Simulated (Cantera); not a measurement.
# Pyrogenic steam for wet oxidation

An isothermal, constant-pressure homogeneous reactor starts with 28.6 % H2, 15.9 % O2, 55.6 % N2, equivalence ratio 0.90, at 1350 K and 1.00 bar.

Model: GRI-Mech 3.0 (53 species, 325 reactions), integrated in Cantera. The temperature is held fixed by assumption; the heat of reaction is taken as removed at once.

```csv
t (s),x H2,x O2,x H2O,x OH,x NO
1.00e-5,0.286,0.159,5.69e-5,4.94e-6,<1e-12
3.83e-5,0.0340,0.0388,0.258,0.00673,1.40e-5
0.000147,0.00613,0.0211,0.324,0.00184,1.86e-5
0.000562,0.000712,0.0187,0.332,0.000512,1.87e-5
0.00215,6.13e-5,0.0185,0.333,0.000162,1.86e-5
0.00825,6.10e-6,0.0185,0.333,6.21e-5,1.86e-5
0.0316,1.19e-6,0.0185,0.333,2.95e-5,1.87e-5
0.121,5.42e-7,0.0185,0.333,1.92e-5,1.87e-5
0.464,5.04e-7,0.0185,0.333,1.83e-5,1.87e-5
1.78,5.03e-7,0.0185,0.333,1.83e-5,1.87e-5
6.81,5.03e-7,0.0185,0.333,1.83e-5,1.87e-5
26.1,5.03e-7,0.0185,0.333,1.83e-5,1.87e-5
100,5.03e-7,0.0185,0.333,1.83e-5,1.87e-5
```
x: mole fraction; the columns are a selection and need not sum to one.

Equilibrium at this temperature and pressure: H2 5.04e-7, O2 0.0184, H2O 0.333, OH 1.83e-5, NO 0.000146 (gas phase only).
